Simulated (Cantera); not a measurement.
A Cantera script and what it prints.

```python
import numpy as np
import cantera as ct

gas_names = """
    B BCL BCL2 BCL3 BN B2 CL CL2 N N2
""".split()
cond_names = """
    B(b) B(L) BN(s)
""".split()


# ... load() reads the species with a 1 bar reference pressure and builds the phases ...
atoms = {
    'BCl3': {'B': 1, 'CL': 3},
    'N2': {'N': 2},
}
top_T = {'BN(s)': 3200}  # K; cautious upper limits of use, not melting points


# ... equilibrate(T, P, feed) seeds the gas with the atoms and calls Mixture.equilibrate('TP', solver="vcs", rtol=1e-11, max_steps=5000) ...
results = []
feed = {'BCl3': 1, 'N2': 2.4}  # mol
T = 2023  # K
P = 10000  # Pa
mix = equilibrate(T, P, feed)
results.append((T, P, feed, dict(zip(mix.species_names, mix.species_moles))))
print(gas.report(threshold=0.0001))
for i in range(1, mix.n_phases):
    print(f"{mix.phase(i).name:16s} {mix.phase_moles(i):12.5e} mol")
```

Output:

```
       temperature   2023 K
          pressure   10000 Pa
           density   0.031275 kg/m^3
  mean mol. weight   52.605 kg/kmol
   phase of matter   gas

                          1 kg             1 kmol
                     ---------------   ---------------
          enthalpy       -4.6487e+05       -2.4454e+07  J
   internal energy       -7.8461e+05       -4.1274e+07  J
           entropy            6223.3        3.2738e+05  J/K
    Gibbs function       -1.3055e+07       -6.8673e+08  J
 heat capacity c_p            914.65             48115  J/K
 heat capacity c_v            756.59             39800  J/K

                      mass frac. Y      mole frac. X     chem. pot. / RT
                     ---------------   ---------------   ---------------
               BCL         0.0045724         0.0051995           -29.273
              BCL2          0.030712          0.019772             -50.6
              BCL3           0.57976           0.26031           -71.928
                CL          0.020146          0.029896           -21.328
               CL2        0.00018596        0.00013797           -42.655
                N2           0.36462           0.68468           -29.661
     [   +4 minor]        6.9114e-09        2.6313e-08

B(b)              0.00000e+00 mol
BN(s)             0.00000e+00 mol
```

Cantera equilibrium calculation (NASA polynomials, part measured and part estimated; ideal gas, pure solids and liquids). The tables' values for BCl2, BCl are old estimates; treat these amounts as uncertain.
